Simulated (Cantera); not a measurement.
A Cantera script and what it prints.

```python
import numpy as np
import cantera as ct

gas_names = """
    B BH BH2 BH3 BO BO2 B2 B2O B2O2 B2O3 B3O3H3 H HBO HBO2 HO2 H2 H2O H2O2 H3B3O6 O OH O2 O3
""".split()
cond_names = """
    B(b) B(L) B2O3(L) B3O3H3(cr) H2O(s) H2O(L)
""".split()


# ... load() reads the species with a 1 bar reference pressure and builds the phases ...
atoms = {
    'B': {'B': 1},
    'H2O': {'H': 2, 'O': 1},
    'H2': {'H': 2},
}
top_T = {}  # K; cautious upper limits of use, not melting points


# ... equilibrate(T, P, feed) seeds the gas with the atoms and calls Mixture.equilibrate('TP', solver="vcs", rtol=1e-11, max_steps=5000) ...
results = []
feed = {'B': 1, 'H2O': 0.88, 'H2': 0.7}  # mol
P = 300  # Pa
for T in [1923, 1973, 2023, 2073, 2123, 2173, 2223, 2273, 2323]:
    mix = equilibrate(T, P, feed)
    results.append((T, P, feed, dict(zip(mix.species_names, mix.species_moles))))

top = {s: max(r[3][s] / sum(r[3][g] for g in gas_names) for r in results) for s in gas_names}
cols = sorted((s for s in top if top[s] > 1e-05), key=lambda s: -top[s])[:9]
seen = [c for c in cond_names if any(r[3].get(c, 0) > 1e-12 for r in results)]
print("log10 of partial pressures in bar; condensed amounts in mol")
print(f"{'T/K':>10s}" + "".join(f"{s[:9]:>10s}" for s in cols + seen))
for T, P, feed, n in results:
    ng = sum(n[g] for g in gas_names)
    print(f"{T:10.4g}" + "".join(f"{np.log10(max(n[s] / ng * P / 1e5, 1e-99)):10.3f}" for s in cols)
          + "".join(f"{n.get(c, 0):10.4g}" for c in seen))
```

It prints:

```
log10 of partial pressures in bar; condensed amounts in mol
       T/K        H2        BO       HBO         H      B2O2       B2O         B      B2O3       BH2      B(b)
      1923    -2.694    -3.826    -3.342    -4.373    -3.503    -5.748    -7.454    -5.020    -6.223    0.1263
      1973    -2.701    -3.694    -3.348    -4.220    -3.542    -5.557    -7.073    -5.179    -6.099    0.1231
      2023    -2.710    -3.576    -3.362    -4.077    -3.593    -5.383    -6.711    -5.351    -5.983    0.1201
      2073    -2.721    -3.471    -3.384    -3.940    -3.657    -5.226    -6.366    -5.539    -5.875    0.1171
      2123    -2.733    -3.381    -3.415    -3.812    -3.738    -5.086    -6.038    -5.746    -5.774    0.1137
      2173    -2.747    -3.305    -3.457    -3.690    -3.835    -4.964    -5.726    -5.973    -5.681    0.1097
      2223    -2.764    -3.244    -3.509    -3.575    -3.949    -4.858    -5.427    -6.223    -5.595    0.1047
      2273    -2.784    -3.197    -3.572    -3.468    -4.081    -4.768    -5.143    -6.495    -5.517   0.09809
      2323    -2.807    -3.163    -3.645    -3.367    -4.228    -4.694    -4.870    -6.787    -5.447   0.08868
```

Method: chemical equilibrium by Gibbs-energy minimisation in Cantera with the NASA 1993 tables (ideal gas, pure condensed phases). The tables' values for BH2 are old estimates; treat these amounts as uncertain.
